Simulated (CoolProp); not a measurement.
Vapour-liquid equilibrium of ethanol (1) + ethylbenzene (2) at 104 kPa; x and y are mole fractions of (1).

Values from CoolProp's multi-fluid Helmholtz-energy mixture model, Schroeder 2014 and Zhou 2012; pair parameters Bell 2016.

```tsv
x	bubble temperature, mixture model (K)	bubble temperature, Raoult's law (K)	y, mixture model	y, Raoult's law
0.05	383.6	401.2	0.548	0.260
0.15	365.2	388.8	0.770	0.539
0.25	359.2	380.4	0.824	0.687
0.35	356.8	374.1	0.844	0.779
0.45	355.8	369.1	0.855	0.842
0.55	355.1	364.9	0.862	0.888
0.65	354.6	361.4	0.871	0.923
0.75	353.9	358.4	0.886	0.951
0.85	353.1	355.7	0.912	0.973
0.95	352.4	353.3	0.962	0.992
```

The largest gap from Raoult's law is -23.6 K in bubble temperature, at x = 0.15. No azeotrope shows between x = 0.05 and 0.95.

The pair parameters rest on a limited set of measurements; away from them the model extrapolates. With so large a gap from Raoult's law the liquid may split in two, which this calculation doesn't test in full.
